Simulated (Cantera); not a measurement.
What does this Cantera script print?

```python
import numpy as np
import cantera as ct

gas_names = """
    B BH BH2 BH3 BO BO2 B2 B2O B2O2 B2O3 B3O3H3 H HBO HBO2 HO2 H2 H2O H2O2 H3B3O6 O OH O2 O3
""".split()
cond_names = """
    B(b) B(L) B2O3(L) B3O3H3(cr) H2O(s) H2O(L)
""".split()


# ... load() reads the species with a 1 bar reference pressure and builds the phases ...
atoms = {
    'B': {'B': 1},
    'H2O': {'H': 2, 'O': 1},
    'H2': {'H': 2},
}
top_T = {}  # K; cautious upper limits of use, not melting points


# ... equilibrate(T, P, feed) seeds the gas with the atoms and calls Mixture.equilibrate('TP', solver="vcs", rtol=1e-11, max_steps=5000) ...
results = []
feed = {'B': 1, 'H2O': 6.9, 'H2': 26}  # mol
P = 1000  # Pa
for T in [1598, 1673, 1748, 1823, 1898, 1973, 2048, 2123, 2198, 2273]:
    mix = equilibrate(T, P, feed)
    results.append((T, P, feed, dict(zip(mix.species_names, mix.species_moles))))

top = {s: max(r[3][s] / sum(r[3][g] for g in gas_names) for r in results) for s in gas_names}
cols = sorted((s for s in top if top[s] > 0.0001), key=lambda s: -top[s])[:5]
seen = [c for c in cond_names if any(r[3].get(c, 0) > 1e-12 for r in results)]
print("log10 of partial pressures in bar; condensed amounts in mol")
print(f"{'T/K':>10s}" + "".join(f"{s[:9]:>10s}" for s in cols + seen))
for T, P, feed, n in results:
    ng = sum(n[g] for g in gas_names)
    print(f"{T:10.4g}" + "".join(f"{np.log10(max(n[s] / ng * P / 1e5, 1e-99)):10.3f}" for s in cols)
          + "".join(f"{n.get(c, 0):10.4g}" for c in seen))
```

Result:

```
log10 of partial pressures in bar; condensed amounts in mol
       T/K        H2       H2O         H      HBO2        OH
      1598    -2.085    -2.832    -5.316    -3.534    -7.474
      1673    -2.085    -2.832    -4.986    -3.537    -7.051
      1748    -2.086    -2.832    -4.684    -3.540    -6.664
      1823    -2.087    -2.832    -4.407    -3.545    -6.309
      1898    -2.088    -2.832    -4.151    -3.550    -5.982
      1973    -2.091    -2.833    -3.915    -3.557    -5.680
      2048    -2.095    -2.834    -3.697    -3.567    -5.399
      2123    -2.101    -2.836    -3.496    -3.580    -5.138
      2198    -2.110    -2.840    -3.309    -3.599    -4.895
      2273    -2.123    -2.846    -3.137    -3.624    -4.669
```

Method: chemical equilibrium by Gibbs-energy minimisation in Cantera with the NASA 1993 tables (ideal gas, pure condensed phases). Gases not in the tables: H3BO3.
